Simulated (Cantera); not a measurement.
A diamond (100) surface in a fixed gas of H2 with x(CH4) = 0.0025, x(H) = 0.0019, x(CH3) = 0.00018, 0.0140 bar; coverages are run to steady state.

Cantera simulation using the Harris–Goodwin 1993 mechanism for the reconstructed diamond (100) surface; the numbers are that mechanism's predictions, not measurements.

θ: site fractions in the mechanism's names (c6HH fully hydrogenated, c6H* and c6*H radical sites, c6** diradical, c6HM methylated).

| T (K) | growth (µm/h) | θ c6HH | θ c6H* | θ c6*H | θ c6** | θ c6HM |
|---|---|---|---|---|---|---|
| 925 | (withheld) | 0.616 | 0.0112 | 0.289 | 0.00483 | 0.0620 |
| 1000 | (withheld) | 0.570 | 0.0173 | 0.355 | 0.00875 | 0.0355 |
| 1075 | (withheld) | 0.527 | 0.0247 | 0.416 | 0.0143 | 0.0120 |
| 1150 | (withheld) | 0.480 | 0.0326 | 0.461 | 0.0209 | 0.00257 |
| 1225 | 0.244 | 0.437 | 0.0403 | 0.492 | 0.0281 | 0.000512 |
| 1300 | 0.243 | 0.403 | 0.0480 | 0.512 | 0.0353 | 0.000105 |
| 1375 | (withheld) | 0.378 | 0.0552 | 0.525 | 0.0420 | 2.18e-5 |

Task: Complete the blanks.

Result: 
- 925, growth (µm/h): 0.793
- 1000, growth (µm/h): 0.924
- 1075, growth (µm/h): 0.608
- 1150, growth (µm/h): 0.311
- 1375, growth (µm/h): 0.161
